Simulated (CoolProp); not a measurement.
R1336mzz(E) along the isotherm 136.85 °C: density (kg/m³) from the reference equation and from simpler models built on Tc = 130.4 °C, pc = 2.779 MPa, ω = 0.413; each cubic takes its own stable root.

The numbers come from the reference Helmholtz-energy equation of state, Akasaka 2023 in CoolProp.

| p (MPa) | phase | reference |
|---|---|---|
| 0.356 | gas | 17.93 |
| 0.713 | gas | 37.79 |
| 1.07 | gas | 60.04 |
| 1.43 | gas | 85.73 |
| 1.78 | gas | 115.1 |
| 2.14 | gas | 152.4 |
| 2.49 | gas | 201.2 |
| 2.85 | supercritical | 285.6 |
| 3.21 | supercritical | 583.1 |
| 3.56 | supercritical | 738.9 |
| 3.92 | supercritical | 793.7 |
| 4.28 | supercritical | 828.1 |
| 4.63 | supercritical | 853.0 |
| 4.99 | supercritical | 873.6 |
| 5.34 | supercritical | 890.5 |
| 5.7 | supercritical | 905.6 |

Q: How far does each simpler model (ideal gas, van der Waals, Soave-Redlich-Kwong) lie from the reference over these 16 states: mean and median of the absolute difference, and the worst?

A: 
- ideal gas: mean 49.2 %, median 60.8 %, worst -76.8 % at 136.85 °C and 3.56 MPa
- van der Waals: mean 16.3 %, median 12.0 %, worst -31.2 % at 136.85 °C and 4.99 MPa
- Soave-Redlich-Kwong: mean 10.8 %, median 11.4 %, worst -22.4 % at 136.85 °C and 3.56 MPa
